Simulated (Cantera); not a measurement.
Feed: 1 mol B₂O₃, 2.6 mol H₂, 1.5 mol N₂, at 200 Pa.

Method: chemical equilibrium by Gibbs-energy minimisation in Cantera with the NASA 1993 tables (ideal gas, pure condensed phases). Candidate condensed phases: B, BN, B₂O₃, B₃O₃H₃, H₂O; 39 gas species. N₂ is the only nitrogen source here; it is nearly inert below about 1500 K, so the nitride shown seldom forms there in practice. Mutual solubility and eutectic melting of coexisting phases are not modelled. Kinetics and transport are ignored.

Over these rows the condensed part is BN(s) + B₂O₃(l). Partial pressures as log10 of bar:

```csv
T (K),1000/T (1/K),log p HBO₂,log p H₂,log p N₂
875,1.1429,-8.86,-2.90,-3.14
925,1.0811,?,-2.90,-3.14
975,1.0256,-7.79,-2.90,-3.14
1025,0.9756,-7.34,-2.90,-3.14
1075,0.9302,-6.93,-2.90,-3.14
1125,0.8889,-6.57,-2.90,-3.14
```

### Question
Fit log p(HBO₂) = a + b·(1000/T) to the five rows, give the apparent enthalpy, and predict the row at 925 K.

### Answer
Means: 1000/T = 0.9926, log p = -7.498. Sxy = -0.348707, Sxx = 0.0386155, so b = -9.03 and a = -7.498 − (-9.03)×0.9926 = 1.47.
Apparent enthalpy: −19.145 × (-9.03) = 173 kJ/mol. With the condensed phases at unit activity, 2/3 B₂O₃(l) + 1/2 H₂(g) + 1/6 N₂(g) = HBO₂(g) + 1/3 BN(s) links this pressure to the main gases: over the six rows their terms move log p by +0.00 in all, so the slope is close to that reaction's ΔH°. The five rows lie within 0.01 of the line.
Prediction at 925 K: 1.47 + (-9.03)×1.0811 = -8.29. The computed value is -8.29, 0.00 from the line.
